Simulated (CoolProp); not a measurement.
Vapour pressure (MPa) of chlorine: the reference equation beside estimates from Tc = 416.9 K, pc = 7.642 MPa, ω = 0.070. Clausius-Clapeyron is anchored at 263.5 K with a constant enthalpy of vaporisation of 19.31 kJ/mol.

Values from CoolProp's reference Helmholtz-energy equation of state, Thol 2021.

| T (K) | reference | Clausius-Clapeyron | Soave-Redlich-Kwong | Peng-Robinson |
|---|---|---|---|---|
| 259.4 | 0.2284 | 0.2304 | 0.2307 | 0.2351 |
| 263.5 | 0.2648 | 0.2648 | 0.2671 | 0.2714 |
| 267.5 | 0.3045 | 0.3022 | 0.3066 | 0.3108 |
| 271.5 | 0.3486 | 0.3434 | 0.3504 | 0.3544 |
| 275.6 | 0.3986 | 0.3900 | 0.4002 | 0.4038 |
| 279.6 | 0.4524 | 0.4400 | 0.4536 | 0.4569 |
| 283.6 | 0.5115 | 0.4947 | 0.5123 | 0.5150 |
| 287.6 | 0.5762 | 0.5544 | 0.5765 | 0.5786 |

Absolute difference from the reference over all 8 rows, mean and median: Clausius-Clapeyron 1.9 and 1.8 %, Soave-Redlich-Kwong 0.5 and 0.5 %, Peng-Robinson 1.6 and 1.5 %.
